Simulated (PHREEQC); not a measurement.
Consider water at 20 °C with 8.4 mmol/kgw NH4Cl, 140 mmol/kgw K2HPO4 and 15 mmol/kgw NaCl. Closed to the air; pH follows from the charge balance.

Model: ion-association model, phreeqc.dat, run in PHREEQC.

```
quantity                    before     after
------------------------  --------  --------
pH                            8.75      9.09
ionic strength (mol/kgw)     0.412     0.406
HPO4-2 (mol/kgw)             0.124     0.124
Na+ (mol/kgw)               0.0142    0.0142
H2PO4- (mol/kgw)           0.00120  0.000560
NaHPO4- (mol/kgw)         0.000817  0.000822
SI of Halite (NaCl)          -5.36     -5.56
```

### Question
What was changed between the two runs?
A) 0.0023 mol/kgw H2SO4 added
B) NH4Cl left out
C) temperature from 20 to 55 °C
D) K2HPO4 replaced by NaH2PO4 at the same molality
E) K2HPO4 from 0.14 to 0.126 mol/kgw

### Answer
B, NH4Cl left out

Precipitation was switched off in this run.
